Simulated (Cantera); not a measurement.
**NO annealing gas**

A perfectly stirred reactor is fed with NO : N2 = 0.15 : 1.2 (molar parts), at 17000 Pa; it is held at 1825 K, and followed from long to short residence time.

Cantera simulation using GRI-Mech 3.0 (53 species, 325 reactions); the numbers are that mechanism's predictions, not measurements.

```tsv
τ (s)	x NO	x O2	x NO2	x O	x N2O
5.0	0.103	0.00401	1.56e-5	2.81e-5	4.33e-6
0.90	0.110	0.000690	1.02e-5	1.78e-5	4.92e-6
0.16	0.111	0.000108	8.19e-6	1.45e-5	4.83e-6
0.029	0.111	1.10e-5	5.62e-6	1.01e-5	3.97e-6
0.0052	0.111	2.59e-7	1.33e-6	2.83e-6	1.96e-6
0.00093	0.111	5.59e-9	1.13e-7	5.05e-7	5.08e-7
0.00017	0.111	1.92e-10	5.72e-9	9.93e-8	1.01e-7
```
x: mole fraction; the columns are a selection and need not sum to one.
